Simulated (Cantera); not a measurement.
Feed: 1 mol HMDSO, 2.8 mol NO, 1.6 mol N₂, held at 2.80 mbar.

Cantera equilibrium calculation (NASA polynomials, part measured and part estimated; ideal gas, pure solids and liquids). Candidate condensed phases: C, C₆H₆, C₇H₈, C₈H₁₈, H₂O, Si, SiC, SiO₂, Si₂N₂O, Si₃N₄; 151 gas species. The feed counts by its element totals alone. Rates play no part.

**Question.** Which condensed phases are stable at each of these points (T (°C)): 1100, 1150, 1200, 1250, 1300, 1350, 1400, 1450, 1500, 1550, 1600, 1650?

**Answer.** 
```
T (°C)         condensed phases  Si condensed (%)
------  -----------------------  ----------------
1100    C(graphite) + Si₂N₂O(s)             100.0
1150    C(graphite) + Si₂N₂O(s)              99.8
1200       C(graphite) + SiC(s)              99.7
1250       C(graphite) + SiC(s)              99.6
1300       C(graphite) + SiC(s)              99.5
1350       C(graphite) + SiC(s)              99.4
1400       C(graphite) + SiC(s)              99.3
1450       C(graphite) + SiC(s)              99.2
1500       C(graphite) + SiC(s)              99.0
1550       C(graphite) + SiC(s)              98.8
1600       C(graphite) + SiC(s)              98.6
1650       C(graphite) + SiC(s)              98.3
```

From 1100 °C to 1150 °C the condensed part is C(graphite) + Si₂N₂O(s). From 1200 °C to 1650 °C the condensed part is C(graphite) + SiC(s).
